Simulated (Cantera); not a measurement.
Input: 1 mol SiC, a varied amount of H2O, 520 mol N2, equilibrated at 1175 K and 13300 Pa.

Cantera equilibrium calculation (NASA polynomials, part measured and part estimated; ideal gas, pure solids and liquids). Candidate condensed phases: C, C6H6, C7H8, C8H18, H2O, Si, SiC, SiO2, Si2N2O, Si3N4; 151 gas species. N2 is the only nitrogen source here; it is nearly inert below about 1500 K, so the nitride shown seldom forms there in practice. Mutual solubility and eutectic melting of coexisting phases are not modelled. The tables hold silica as quartz up to 1696 K and as liquid above; real silica turns to tridymite and cristobalite and melts near 1996 K. Rates play no part.

### Question
Which condensed phases are stable at each of these points (n(H2O) (mol)): 0.0094, 0.019, 0.04, 0.081, 0.17, 0.34, 0.69, 1.4, 2.9?

### Answer
| n(H2O) (mol) | condensed phases | Si condensed (%) |
|---|---|---|
| 0.0094 | C(graphite) + Si2N2O(s) + Si3N4(s) | 100.0 |
| 0.019 | C(graphite) + Si2N2O(s) + Si3N4(s) | 100.0 |
| 0.04 | C(graphite) + Si2N2O(s) + Si3N4(s) | 100.0 |
| 0.081 | C(graphite) + Si2N2O(s) + Si3N4(s) | 100.0 |
| 0.17 | C(graphite) + Si2N2O(s) + Si3N4(s) | 100.0 |
| 0.34 | C(graphite) + Si2N2O(s) + Si3N4(s) | 100.0 |
| 0.69 | C(graphite) + Si2N2O(s) | 100.0 |
| 1.4 | C(graphite) + Si2N2O(s) | 100.0 |
| 2.9 | SiO2(β-quartz) + Si2N2O(s) | 100.0 |

From 0.0094 mol H2O to 0.34 mol H2O the condensed part is C(graphite) + Si2N2O(s) + Si3N4(s). From 0.69 mol H2O to 1.4 mol H2O the condensed part is C(graphite) + Si2N2O(s). At 2.9 mol H2O the condensed part is SiO2(β-quartz) + Si2N2O(s).
